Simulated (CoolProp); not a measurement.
Saturation properties of C3F8 (R218) (Tc = 71.9 °C, pc = 2.640 MPa, ω = 0.317).

Computed with CoolProp (reference Helmholtz-energy equation of state, Lemmon 2006). It is a short technical equation, of lower accuracy than the large ones.

| T (°C) | p (MPa) | liquid cp (kJ/(kg K)) | surface tension (mN/m) | liquid viscosity (µPa s) | liquid conductivity (mW/(m K)) |
|---|---|---|---|---|---|
| -113.85 | 0.0003696 | 0.8322 | 20.3 | 2530 | 80.3 |
| -94.05 | 0.002727 | 0.8641 | 17.6 | 1390 | 76.3 |
| -74.35 | 0.01254 | 0.8990 | 15.1 | 876 | 71.8 |
| -54.65 | 0.04174 | 0.9370 | 12.7 | 594 | 66.8 |
| -34.95 | 0.1100 | 0.9792 | 10.3 | 423 | 61.5 |
| -15.25 | 0.2444 | 1.028 | 8.02 | 309 | 56.1 |
| 4.45 | 0.4777 | 1.088 | 5.86 | 229 | 50.8 |
| 24.15 | 0.8478 | 1.171 | 3.84 | 169 | 45.5 |
| 43.85 | 1.399 | 1.326 | 2.00 | 121 | 40.6 |
| 63.55 | 2.197 | 2.068 | 0.452 | 76.3 | 36.9 |

It boils at -36.8 °C under 1 atm.

Viscosity comes from a separate model (Huber 2003), an estimate that may be off by 10 % or more. Thermal conductivity comes from a separate model (Huber 2003), an estimate that may be off by 10 % or more. Surface tension comes from a separate correlation (Mulero 2012).
